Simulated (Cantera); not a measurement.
Input: 1 mol Si, 2.4 mol SF6, 63 mol N2, at 1325 K and 260 Pa.

Method: chemical equilibrium by Gibbs-energy minimisation in Cantera with the NASA 1993 tables (ideal gas, pure condensed phases). Candidate condensed phases: S, Si, Si3N4; 29 gas species. The tables' values for SF3 are old estimates; treat these amounts as uncertain. The numbers say what is thermodynamically allowed, not how fast it happens.

Base state: N2 0.934, SF4 0.0322, F 0.0154, SiF4 0.0148, SF3 0.00160, SF2 0.00140, SF6 0.000411 (mole fractions); condensed: gas only.

What changes in the equilibrium state with this change: temperature from 1325 K to 725 K?


| species | before | after |
|---|---|---|
| N2 | 0.934 | 0.949 |
| SF4 | 0.0322 | 0.0287 |
| SiF4 | 0.0148 | 0.0151 |
| F | 0.0154 | <1e-9 |
| SF6 | 0.000411 | 0.00688 |
| S2F2 (SSF2) | 1.58e-8 | 0.000264 |
| SF3 | 0.00160 | 3.41e-5 |
The tables' values for S2F2 (SSF2), SF3 are old estimates; treat these amounts as uncertain.

What changes in the equilibrium state with this change: temperature from 1325 K to 1450 K?


| species | before | after |
|---|---|---|
| N2 | 0.934 | 0.909 |
| F | 0.0154 | 0.0422 |
| SF4 | 0.0322 | 0.0171 |
| SF2 | 0.00140 | 0.0131 |
| SiF4 | 0.0148 | 0.0144 |
| SF6 | 0.000411 | 1.28e-5 |
| SF3 | 0.00160 | 0.00443 |
